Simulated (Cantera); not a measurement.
Feed: 1 mol SiHCl3, 0.3 mol HCl, 710 mol H2, held at 1875 K and 1.00 mbar.

Equilibrium computed with Cantera from the NASA thermochemical tables; the gas is ideal and each condensed phase is pure. Candidate condensed phases: Si; 19 gas species. The tables' values for SiCl are old estimates; treat these amounts as uncertain. The numbers say what is thermodynamically allowed, not how fast it happens.

Base state: H2 0.974, H 0.0205, HCl 0.00448, Si 0.00132, Cl 7.13e-5, SiH 3.82e-5, SiCl 1.07e-5 (mole fractions); condensed: gas only.

Task: What changes in the equilibrium state with this change: H2 from 710 to 63 mol?

Result: 
| species | before | after |
|---|---|---|
| H2 | 0.974 | 0.926 |
| HCl | 0.00448 | 0.0390 |
| H | 0.0205 | 0.0199 |
| Si | 0.00132 | 0.00906 |
| SiCl2 | 8.40e-6 | 0.00460 |
| Si3 | 4.81e-8 | 1.55e-5 |
| Si(l), mol | 0 | 0.0139 |
Gases not in the tables: Si2H6 and higher silanes.
